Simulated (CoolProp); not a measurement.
Model: reference Helmholtz-energy equation of state, Thol 2015, in CoolProp.

### Question
For octamethylcyclotetrasiloxane (D4), give the phase and the Z, cp (kJ/(kg K)), cv (kJ/(kg K)), speed of sound (m/s) at 455.6 K and 101 kPa; 482.7 K and 101 kPa.

### Answer
- 455.6 K and 101 kPa: gas; Z 0.928, cp 1.71, cv 1.67, speed of sound 106
- 482.7 K and 101 kPa: gas; Z 0.943, cp 1.77, cv 1.74, speed of sound 111
